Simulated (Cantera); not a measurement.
An isothermal, constant-pressure homogeneous reactor starts with C2H6 : N2 = 1 : 4.9 (molar parts), at 1800 K and 0.000474 atm. Integrator tolerance rtol = 1e-08.

Detailed kinetics in Cantera: GRI-Mech 3.0 (53 species, 325 reactions). GRI-Mech 3.0 stops at C3 and has no aromatics, soot or wall deposition, so with more carbon than oxygen in the feed, carbon stays in small species such as C2H2 where larger ones or solid carbon would form. Radical loss at walls, strong at low pressure, is not modelled.

Problem. What does this change do: 0.32 parts H2O added?

Solution. 
| quantity | before | after |
|---|---|---|
| x(C2H6) at 7.00 s | 1.18e-7 (gas-phase equilibrium <1e-12) | 1.31e-7 (gas-phase equilibrium <1e-12) |
| x(C2H2) at 7.00 s | 0.124 (gas-phase equilibrium 0.0666) | 0.115 (gas-phase equilibrium 0.0488) |
| x(HCN) at 7.00 s | 2.37e-5 (gas-phase equilibrium 0.119) | 2.50e-5 (gas-phase equilibrium 0.0982) |
| x(H) at 7.00 s | 0.00111 (gas-phase equilibrium 0.00820) | 0.00114 (gas-phase equilibrium 0.00878) |
| x(CH2) at 7.00 s | 2.13e-6 (gas-phase equilibrium 2.19e-8) | 2.64e-6 (gas-phase equilibrium 2.00e-8) |

Problem. What does this change do: temperature 1800 to 1850 K?

Solution. 
```csv
quantity,before,after
x(C2H6) at 7.00 s,1.18e-7 (gas-phase equilibrium <1e-12),3.81e-8 (gas-phase equilibrium <1e-12)
x(C2H2) at 7.00 s,0.124 (gas-phase equilibrium 0.0666),0.125 (gas-phase equilibrium 0.0653)
x(HCN) at 7.00 s,2.37e-5 (gas-phase equilibrium 0.119),3.91e-5 (gas-phase equilibrium 0.121)
x(H) at 7.00 s,0.00111 (gas-phase equilibrium 0.00820),0.00174 (gas-phase equilibrium 0.0123)
x(CH2) at 7.00 s,2.13e-6 (gas-phase equilibrium 2.19e-8),2.59e-6 (gas-phase equilibrium 3.52e-8)
```
